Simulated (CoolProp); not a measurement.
The fluid at 293.15 K and 2.25 MPa is throttled through a valve to 1.39 MPa with no heat exchange. The same conditions are run with several fluids, on thermodynamics alone (safety and materials aside).

Computed with CoolProp (reference Helmholtz-energy equation of state of each fluid (propane: Lemmon 2009; isohexane: Lemmon 2006; n-nonane: Lemmon 2006; propyne: Polt 1992; sulfur dioxide: Gao 2016)). The equations of Platzer and Polt are older, rougher fits.

```
fluid           temperature change (K)  final density (kg/m³)
--------------  ----------------------  ---------------------
propane                           +0.1             (withheld)
isohexane                         +0.4             (withheld)
n-nonane                          +0.4                    719
propyne                           +0.1                    621
sulfur dioxide              (withheld)                   1380
```

### Question
What belongs in the gaps?

### Answer

- propane, final density (kg/m³): 502
- isohexane, final density (kg/m³): 654
- sulfur dioxide, temperature change (K): +0.2
